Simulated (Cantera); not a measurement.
A Cantera script and its output.

```python
import numpy as np
import cantera as ct

gas = ct.Solution("h2o2.yaml")
gas.TPX = 1048, 1333, {'H2': 0.025, 'O2': 0.77}
reactor = ct.IdealGasConstPressureReactor(gas, energy="off", clone=False)
net = ct.ReactorNet([reactor])
net.rtol, net.atol = 1e-08, 1e-18
show = ['H2', 'O2', 'H2O2', 'HO2', 'OH', 'H2O', 'H']
times = np.geomspace(0.0004, 6, 15)

steps = ct.SolutionArray(gas, extra=["t"])
rows = []
print(f"{'t/s':>10s}{'T/K':>9s}{'P/Pa':>11s}" + "".join(f"{s:>11s}" for s in show))
for t in times:
    while net.time < t:
        t_next = net.step()
        steps.append(gas.state, t=t_next)
    rows.append([np.interp(t, steps.t, y) for y in (steps.T, steps.P, *steps(*show).X.T)])
    print(f"{t:10.3e}{rows[-1][0]:9.1f}{rows[-1][1]:11.4g}" + "".join(f"{x:11.3e}" for x in rows[-1][2:]))
rate = np.gradient(steps.T, steps.t)
print("integrator steps:", len(steps.t))
if steps.T.max() > steps.T[0] + 200:
    print(f"time of steepest temperature rise: {steps.t[rate.argmax()]:.4e} s")
gas.TPX = 1048, 1333, {'H2': 0.025, 'O2': 0.77}
gas.equilibrate("TP")
print(f"equilibrium (TP): T = {gas.T:.1f} K  " + "  ".join(f"{s} {gas[s].X[0]:.3e}" for s in show))
```

Output:

```
       t/s      T/K       P/Pa         H2         O2       H2O2        HO2         OH        H2O          H
 4.000e-04   1048.0       1333  3.145e-02  9.686e-01  4.709e-14  4.181e-10  3.040e-10  3.399e-10  2.794e-10
 7.950e-04   1048.0       1333  3.145e-02  9.686e-01  1.875e-13  8.454e-10  1.219e-09  2.297e-09  9.525e-10
 1.580e-03   1048.0       1333  3.145e-02  9.686e-01  7.767e-13  1.900e-09  1.195e-08  2.957e-08  8.855e-09
 3.140e-03   1048.0       1333  3.144e-02  9.686e-01  7.233e-12  2.452e-08  9.265e-07  2.422e-06  6.824e-07
 6.241e-03   1048.0       1333  2.256e-02  9.622e-01  1.449e-07  4.265e-06  1.837e-03  6.816e-03  2.310e-03
 1.240e-02   1048.0       1333  5.477e-04  9.494e-01  7.590e-08  4.407e-06  1.440e-03  2.820e-02  4.202e-03
 2.465e-02   1048.0       1333  2.635e-04  9.554e-01  5.930e-08  3.731e-06  1.024e-03  2.989e-02  2.076e-03
 4.899e-02   1048.0       1333  1.373e-04  9.614e-01  5.951e-08  3.011e-06  7.313e-04  3.094e-02  7.738e-04
 9.736e-02   1048.0       1333  5.381e-05  9.654e-01  5.671e-08  2.069e-06  4.544e-04  3.152e-02  1.899e-04
 1.935e-01   1048.0       1333  1.678e-05  9.672e-01  4.894e-08  1.178e-06  2.548e-04  3.177e-02  3.382e-05
 3.846e-01   1048.0       1333  4.650e-06  9.678e-01  3.667e-08  5.615e-07  1.362e-04  3.187e-02  5.156e-06
 7.643e-01   1048.0       1333  1.274e-06  9.680e-01  2.363e-08  2.341e-07  7.269e-05  3.191e-02  7.783e-07
 1.519e+00   1048.0       1333  3.696e-07  9.680e-01  1.344e-08  9.091e-08  3.992e-05  3.193e-02  1.280e-07
 3.019e+00   1048.0       1333  1.177e-07  9.680e-01  7.039e-09  3.505e-08  2.290e-05  3.194e-02  2.410e-08
 6.000e+00   1048.0       1333  4.140e-08  9.680e-01  3.530e-09  1.400e-08  1.378e-05  3.194e-02  5.237e-09
integrator steps: 1774
equilibrium (TP): T = 1048.0 K  H2 9.699e-11  O2 9.681e-01  H2O2 1.838e-11  HO2 1.171e-09  OH 6.882e-07  H2O 3.195e-02  H 6.634e-13
```

Computed with Cantera and the H2/O2 subset of GRI-Mech 3.0, which has no nitrogen chemistry. Radical loss at walls, strong at low pressure, is not modelled.
